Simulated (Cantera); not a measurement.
Mixture: CH4 : H2 : O2 : N2 = 1 : 0.13 : 1.21 : 6.56 (molar parts), at 0.533 atm, adiabatic and at constant volume. Ignition delay is the time to a rise of 400 K.

Detailed kinetics in Cantera: GRI-Mech 3.0 (53 species, 325 reactions).

Problem. At T0 = 1675 K, what is the delay, and which 6 reactions control it most (d ln τ / d ln k, from doubling and halving each rate constant)?

Solution. The delay is 0.424 ms.
```tsv
reaction	d ln τ / d ln k	faster rate
H + O2 <=> O + OH	-0.51	shortens it
CH3 + O2 <=> CH3O + O	-0.25	shortens it
CH4 + H <=> CH3 + H2	0.20	lengthens it
2 CH3 <=> C2H5 + H	-0.14	shortens it
2 CH3 (+M) <=> C2H6 (+M)	0.12	lengthens it
CH3 + H (+M) <=> CH4 (+M)	-0.11	shortens it
```
